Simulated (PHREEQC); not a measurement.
Consider water at 25 °C with 0.044 mol/kgw KH2PO4 and 0.0017 mol/kgw HF. Closed to the air; pH follows from the charge balance.

Equilibrium calculation in PHREEQC: ion-association model, phreeqc.dat.

```tsv
quantity	before	after
pH	3.67	3.11
ionic strength (mol/kgw)	0.0443	0.000800
F- (mol/kgw)	0.00135	0.000797
HF (mol/kgw)	0.000351	0.000897
HF2- (mol/kgw)	1.81e-6	2.74e-6
```

Question: Which change was made?
A) HF from 0.0017 to 0.0085 mol/kgw
B) KH2PO4 left out
C) HF from 0.0017 to 0.0034 mol/kgw
D) KH2PO4 replaced by NaH2PO4 at the same molality
E) KH2PO4 replaced by KF at the same molality

Answer: B, KH2PO4 left out

No solid was allowed to form.
